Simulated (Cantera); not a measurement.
An adiabatic, constant-pressure homogeneous reactor starts with CH4 : CO : O2 : N2 = 1 : 0.31 : 3.59 : 13.5 (molar parts), at 1298 K and 11.0 bar. Integrator tolerance rtol = 1e-08.

Model: GRI-Mech 3.0 (53 species, 325 reactions), integrated in Cantera.

Question: What does this change do: 0.75 parts CO2 added?

Answer: 
| quantity | before | after |
|---|---|---|
| time of steepest temperature rise | 1.23 ms | 1.30 ms |
| temperature at 4.00 s | 2465 K | 2405 K |
| equilibrium temperature | 2465 K | 2405 K |
| x(CH4) at 4.00 s | <1e-12 (gas-phase equilibrium <1e-12) | <1e-12 (gas-phase equilibrium <1e-12) |
| x(CO) at 4.00 s | 0.00239 (gas-phase equilibrium 0.00239) | 0.00263 (gas-phase equilibrium 0.00263) |
| x(O2) at 4.00 s | 0.0719 (gas-phase equilibrium 0.0719) | 0.0701 (gas-phase equilibrium 0.0701) |
| x(H2O) at 4.00 s | 0.106 (gas-phase equilibrium 0.106) | 0.102 (gas-phase equilibrium 0.102) |
| x(H2) at 4.00 s | 0.000599 (gas-phase equilibrium 0.000599) | 0.000432 (gas-phase equilibrium 0.000432) |
| x(CH3) at 4.00 s | <1e-12 (gas-phase equilibrium <1e-12) | <1e-12 (gas-phase equilibrium <1e-12) |
| x(C2H6) at 4.00 s | <1e-12 (gas-phase equilibrium <1e-12) | <1e-12 (gas-phase equilibrium <1e-12) |

Question: What does this change do: initial temperature 1298 to 1675 K?

Answer: 
```tsv
quantity	before	after
time of steepest temperature rise	1.23 ms	33.9 µs
temperature at 4.00 s	2465 K	2720 K
equilibrium temperature	2465 K	2720 K
x(CH4) at 4.00 s	<1e-12 (gas-phase equilibrium <1e-12)	<1e-12 (gas-phase equilibrium <1e-12)
x(CO) at 4.00 s	0.00239 (gas-phase equilibrium 0.00239)	0.00781 (gas-phase equilibrium 0.00781)
x(O2) at 4.00 s	0.0719 (gas-phase equilibrium 0.0719)	0.0694 (gas-phase equilibrium 0.0694)
x(H2O) at 4.00 s	0.106 (gas-phase equilibrium 0.106)	0.101 (gas-phase equilibrium 0.101)
x(H2) at 4.00 s	0.000599 (gas-phase equilibrium 0.000599)	0.00183 (gas-phase equilibrium 0.00183)
x(CH3) at 4.00 s	<1e-12 (gas-phase equilibrium <1e-12)	<1e-12 (gas-phase equilibrium <1e-12)
x(C2H6) at 4.00 s	<1e-12 (gas-phase equilibrium <1e-12)	<1e-12 (gas-phase equilibrium <1e-12)
```

Question: What does this change do: pressure from 11.0 bar to 0.230 bar?

Answer: 
```
quantity                                                              before                                    after
---------------------------------  -----------------------------------------  ---------------------------------------
time of steepest temperature rise                                    1.23 ms                                  27.0 ms
temperature at 4.00 s                                                 2465 K                                   2366 K
equilibrium temperature                                               2465 K                                   2366 K
x(CH4) at 4.00 s                       <1e-12 (gas-phase equilibrium <1e-12)    <1e-12 (gas-phase equilibrium <1e-12)
x(CO) at 4.00 s                      0.00239 (gas-phase equilibrium 0.00239)  0.00842 (gas-phase equilibrium 0.00842)
x(O2) at 4.00 s                        0.0719 (gas-phase equilibrium 0.0719)    0.0737 (gas-phase equilibrium 0.0737)
x(H2O) at 4.00 s                         0.106 (gas-phase equilibrium 0.106)      0.100 (gas-phase equilibrium 0.100)
x(H2) at 4.00 s                    0.000599 (gas-phase equilibrium 0.000599)  0.00232 (gas-phase equilibrium 0.00232)
x(CH3) at 4.00 s                       <1e-12 (gas-phase equilibrium <1e-12)    <1e-12 (gas-phase equilibrium <1e-12)
x(C2H6) at 4.00 s                      <1e-12 (gas-phase equilibrium <1e-12)    <1e-12 (gas-phase equilibrium <1e-12)
```
